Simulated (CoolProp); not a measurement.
Ethanol along the isotherm 471.2 K: Z from the reference equation and from simpler models built on Tc = 514.7 K, pc = 6.268 MPa, ω = 0.644; each cubic takes its own stable root.

Values from CoolProp's reference Helmholtz-energy equation of state, Schroeder 2014.

```csv
p (MPa),phase,reference,van der Waals,Redlich-Kwong
0.00991,gas,0.9993,0.9994,0.9993
0.0167,gas,0.9988,0.9990,0.9988
0.0282,gas,0.9979,0.9983,0.9980
0.0476,gas,0.9965,0.9972,0.9967
0.0804,gas,0.9941,0.9953,0.9944
0.136,gas,0.9900,0.9920,0.9904
0.229,gas,0.9831,0.9864,0.9838
0.386,gas,0.9711,0.9770,?
0.652,gas,?,?,0.9528
1.1,gas,?,0.9316,0.9184
1.86,gas,?,?,0.8548
3.13,liquid,0.06556,?,?
```

Task: Complete the blanks.

Result: 
- 0.386, Redlich-Kwong: 0.9725
- 0.652, reference: 0.9502
- 0.652, van der Waals: 0.9605
- 1.1, reference: 0.9128
- 1.86, reference: 0.8408
- 1.86, van der Waals: 0.8783
- 3.13, van der Waals: 0.7710
- 3.13, Redlich-Kwong: 0.7250

At some of these states van der Waals, Redlich-Kwong gives the other phase, because its saturation line lies elsewhere.
